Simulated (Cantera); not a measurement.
CH3SiCl3 + C2H2 + H2 (silicon carbide growth)

A closed system holds: 1 mol CH3SiCl3, 0.86 mol C2H2, a varied amount of H2, at 2598.15 K and 1.00 bar.

These are equilibrium values from Cantera (NASA tables, ideal gas, pure condensed phases), not measurements of a reactor. Candidate condensed phases: C, C6H6, C7H8, C8H18, Si, SiC; 109 gas species. The feed counts by its element totals alone. The tables' values for SiCl, SiCl3 are old estimates; treat these amounts as uncertain. Gases not in the tables: Si2H6 and higher silanes. Kinetics and transport are ignored.

```json
[
 {"n(H2) (mol)": "12", "x H2": "0.776", "x HCl": "0.153", "x H": "0.0336", "x C2H2 (acetylene)": "0.0125", "x SiCl2": "0.0123", "n C(graphite)": "1.59", "n SiC(s)": "0.676"},
 {"n(H2) (mol)": "16", "x H2": "0.808", "x HCl": "0.126", "x H": "0.0342", "x C2H2 (acetylene)": "0.0130", "x SiCl2": "0.00803", "n C(graphite)": "1.44", "n SiC(s)": "0.689"},
 {"n(H2) (mol)": "22", "x H2": "0.838", "x HCl": "0.0996", "x H": "0.0349", "x C2H2 (acetylene)": "0.0135", "x SiCl2": "0.00483", "n C(graphite)": "1.23", "n SiC(s)": "0.688"},
 {"n(H2) (mol)": "31", "x H2": "0.864", "x HCl": "0.0756", "x H": "0.0354", "x C2H2 (acetylene)": "0.0139", "x SiCl2": "0.00270", "n C(graphite)": "0.948", "n SiC(s)": "0.664"},
 {"n(H2) (mol)": "42", "x H2": "0.882", "x HCl": "0.0584", "x H": "0.0358", "x C2H2 (acetylene)": "0.0142", "x SiCl2": "0.00158", "n C(graphite)": "0.615", "n SiC(s)": "0.619"},
 {"n(H2) (mol)": "58", "x H2": "0.897", "x HCl": "0.0439", "x H": "0.0361", "x C2H2 (acetylene)": "0.0144", "x SiCl2": "0.000877", "n C(graphite)": "0.145", "n SiC(s)": "0.539"},
 {"n(H2) (mol)": "79", "x H2": "0.910", "x HCl": "0.0330", "x H": "0.0364", "x C2H2 (acetylene)": "0.0123", "x SiCl2": "0.000533", "n C(graphite)": "0", "n SiC(s)": "0.384"},
 {"n(H2) (mol)": "110", "x H2": "0.922", "x HCl": "0.0241", "x H": "0.0366", "x C2H2 (acetylene)": "0.00982", "x SiCl2": "0.000317", "n C(graphite)": "0", "n SiC(s)": "0.116"},
 {"n(H2) (mol)": "150", "x H2": "0.931", "x HCl": "0.0180", "x H": "0.0368", "x C2H2 (acetylene)": "0.00766", "x SiCl2": "0.000160", "n C(graphite)": "0", "n SiC(s)": "0"},
 {"n(H2) (mol)": "210", "x H2": "0.940", "x HCl": "0.0131", "x H": "0.0369", "x C2H2 (acetylene)": "0.00564", "x SiCl2": "6.68e-5", "n C(graphite)": "0", "n SiC(s)": "0"}
]
```
x: gas mole fraction; n: condensed amount in mol.

From 12 mol H2 to 58 mol H2 the condensed part is C(graphite) + SiC(s). From 79 mol H2 to 110 mol H2 the condensed part is SiC(s). From 150 mol H2 to 210 mol H2 nothing is condensed. The main Si-bearing gas is SiCl2 at 12 mol H2 and Si at 210 mol H2.
